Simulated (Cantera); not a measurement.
An isothermal, constant-pressure homogeneous reactor starts with 34.0 % H2, 20.0 % O2, 46.0 % N2, equivalence ratio 0.85, at 825 K and 13300 Pa.

Cantera simulation using the H2/O2 subset of GRI-Mech 3.0, which has no nitrogen chemistry; the numbers are that mechanism's predictions, not measurements. Radical loss at walls, strong at low pressure, is not modelled. Below about 950 K walls govern HO2 and H2O2 in real vessels. The temperature is held fixed by assumption; the heat of reaction is taken as removed at once.

Q: Predict: x(H2) at 3.00 s; x(O2) at 3.00 s; x(H2O2) at 3.00 s; x(HO2) at 3.00 s; x(O) at 3.00 s.

A: 
```
Property                                             Result
-----------------  ----------------------------------------
x(H2) at 3.00 s        0.162 (gas-phase equilibrium <1e-12)
x(O2) at 3.00 s        0.114 (gas-phase equilibrium 0.0361)
x(H2O2) at 3.00 s  9.99e-5 (gas-phase equilibrium 5.34e-12)
x(HO2) at 3.00 s   6.70e-6 (gas-phase equilibrium 1.02e-11)
x(O) at 3.00 s       1.56e-9 (gas-phase equilibrium <1e-12)
```
